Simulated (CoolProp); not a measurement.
p-xylene along the isobar 1.01 bar: fugacity coefficient from the reference equation and from simpler models built on Tc = 343.0 °C, pc = 35.32 bar, ω = 0.324; each cubic takes its own stable root.

The numbers come from the reference Helmholtz-energy equation of state, Zhou 2012 in CoolProp.

| T (°C) | phase | reference |
|---|---|---|
| 122.05 | liquid | 0.6156 |
| 139.85 | gas | 0.9559 |
| 157.65 | gas | 0.9625 |
| 175.45 | gas | 0.9679 |
| 193.25 | gas | 0.9722 |
| 210.95 | gas | 0.9757 |
| 228.75 | gas | 0.9786 |
| 246.55 | gas | 0.9811 |
| 264.35 | gas | 0.9831 |
| 282.15 | gas | 0.9849 |
| 299.85 | gas | 0.9863 |
| 317.65 | gas | 0.9876 |

Problem. How far does each simpler model (van der Waals, Redlich-Kwong, Soave-Redlich-Kwong, Peng-Robinson) lie from the reference over these 12 states: mean and median of the absolute difference, and the worst?

Solution. 
- van der Waals: mean 5.8 %, median 0.9 %, worst +58.6 % at 122.05 °C and 1.01 bar
- Redlich-Kwong: mean 5.3 %, median 0.5 %, worst +57.1 % at 122.05 °C and 1.01 bar
- Soave-Redlich-Kwong: mean 0.4 %, median 0.3 %, worst +1.1 % at 139.85 °C and 1.01 bar
- Peng-Robinson: mean 0.2 %, median 0.1 %, worst +0.9 % at 139.85 °C and 1.01 bar

At some of these states van der Waals, Redlich-Kwong gives the other phase, because its saturation line lies elsewhere.
